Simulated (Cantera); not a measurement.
Charge: 1 mol Si, 0.6 mol Cl2, 17 mol H2, held at 1300 °C and 0.170 bar.

Cantera equilibrium calculation (NASA polynomials, part measured and part estimated; ideal gas, pure solids and liquids). Candidate condensed phases: Si; 19 gas species. The tables' values for SiCl3 are old estimates; treat these amounts as uncertain. Rates play no part.

Base state: H2 0.941, HCl 0.0494, SiCl2 0.00878, SiCl3 0.000294, H 9.57e-5, SiHCl3 6.52e-5, SiH2Cl2 2.72e-5, SiCl4 2.58e-5 (mole fractions); condensed: Si(s).

Q: What changes in the equilibrium state with this change: Cl2 from 0.6 to 0.82 mol?

A: 
| species | before | after |
|---|---|---|
| H2 | 0.941 | 0.923 |
| HCl | 0.0494 | 0.0617 |
| SiCl2 | 0.00878 | 0.0139 |
| SiCl4 | 2.58e-5 | 6.52e-5 |
| SiCl3 | 0.000294 | 0.000588 |
| Si(s), mol | 0.838 | 0.737 |
